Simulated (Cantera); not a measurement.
A perfectly stirred reactor is fed with CH₄ : H₂ = 0.032 : 1 (molar parts), at 0.133 bar; it is held at 2150 K, and followed from long to short residence time.

Model: GRI-Mech 3.0 (53 species, 325 reactions), integrated in Cantera. GRI-Mech 3.0 stops at C3 and has no aromatics, soot or wall deposition, so with more carbon than oxygen in the feed, carbon stays in small species such as C2H2 where larger ones or solid carbon would form.

Problem. What does this change do: temperature 2150 to 2175 K?

Solution. 
| quantity | before | after |
|---|---|---|
| x(CH₄) at τ = 16.0 s | 0.000171 | 0.000144 |
| x(H₂) at τ = 16.0 s | 0.973 | 0.972 |
| x(C₂H) at τ = 16.0 s | 5.23e-6 | 6.51e-6 |
| x(C₂H₆) at τ = 16.0 s | 5.12e-10 | 3.88e-10 |
| x(C₂H₂) at τ = 16.0 s | 0.0148 | 0.0148 |
| x(CH₄) at τ = 95.0 ms | 0.00193 | 0.00162 |
| x(H₂) at τ = 95.0 ms | 0.973 | 0.972 |
| x(C₂H) at τ = 95.0 ms | 4.45e-6 | 5.59e-6 |
| x(C₂H₆) at τ = 95.0 ms | 5.48e-8 | 4.07e-8 |
| x(C₂H₂) at τ = 95.0 ms | 0.0138 | 0.0140 |

Problem. What does this change do: CH4 0.032 to 0.11 parts?

Solution. 
```
quantity                  before     after
----------------------  --------  --------
x(CH₄) at τ = 16.0 s    0.000171  0.000287
x(H₂) at τ = 16.0 s        0.973     0.944
x(C₂H) at τ = 16.0 s     5.23e-6   1.60e-5
x(C₂H₆) at τ = 16.0 s   5.12e-10   1.49e-9
x(C₂H₂) at τ = 16.0 s     0.0148    0.0446
x(CH₄) at τ = 95.0 ms    0.00193   0.00350
x(H₂) at τ = 95.0 ms       0.973     0.943
x(C₂H) at τ = 95.0 ms    4.45e-6   1.37e-5
x(C₂H₆) at τ = 95.0 ms   5.48e-8   1.80e-7
x(C₂H₂) at τ = 95.0 ms    0.0138    0.0429
```
